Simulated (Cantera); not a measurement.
Feed: 1 mol SiH₂Cl₂, a varied amount of N₂, 56 mol H₂, at 1873 K and 0.133 bar.

Cantera equilibrium calculation (NASA polynomials, part measured and part estimated; ideal gas, pure solids and liquids). Candidate condensed phases: NH₄Cl, Si, Si₃N₄; 28 gas species. Gases not in the tables: Si₂H₆ and higher silanes. Rates play no part.

Question: What share of the Si ends up in condensed phases as a function of n(N₂) (mol), at 6.9, 15, 22, 30, 38, 45, 53, 61, 69?

Answer: 
| n(N₂) (mol) | Si condensed (%) | as |
|---|---|---|
| 6.9 | 84.3 | Si(l) |
| 15 | 84.2 | Si(l) |
| 22 | 86.1 | Si₃N₄(s) |
| 30 | 87.6 | Si₃N₄(s) |
| 38 | 88.5 | Si₃N₄(s) |
| 45 | 89.1 | Si₃N₄(s) |
| 53 | 89.6 | Si₃N₄(s) |
| 61 | 90.0 | Si₃N₄(s) |
| 69 | 90.2 | Si₃N₄(s) |
